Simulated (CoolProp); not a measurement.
Vapour-liquid equilibrium of cis-2-butene (1) + acetone (2) at 288.4 K; x and y are mole fractions of (1).

Computed with CoolProp (multi-fluid Helmholtz-energy mixture model, Lemmon 2005 and Lemmon 2006; pair parameters Bell 2016).

```tsv
x	bubble pressure, mixture model (MPa)	bubble pressure, Raoult's law (MPa)	y, mixture model	y, Raoult's law
0.05	0.03970	0.02656	0.518	0.290
0.125	0.06476	0.03664	0.721	0.526
0.2	0.08430	0.04671	0.797	0.660
0.275	0.09900	0.05679	0.837	0.747
0.35	0.1098	0.06686	0.860	0.807
0.425	0.1177	0.07694	0.876	0.852
0.5	0.1236	0.08701	0.887	0.886
0.575	0.1283	0.09709	0.897	0.913
0.65	0.1324	0.1072	0.906	0.935
0.725	0.1365	0.1172	0.916	0.953
0.8	0.1408	0.1273	0.929	0.969
0.875	0.1456	0.1374	0.948	0.982
0.95	0.1507	0.1475	0.975	0.993
```

The largest gap from Raoult's law is +80.5 % in bubble pressure, at x = 0.2. No azeotrope shows between x = 0.05 and 0.95.

The pair parameters rest on a limited set of measurements; away from them the model extrapolates. With so large a gap from Raoult's law the liquid may split in two, which this calculation doesn't test in full.
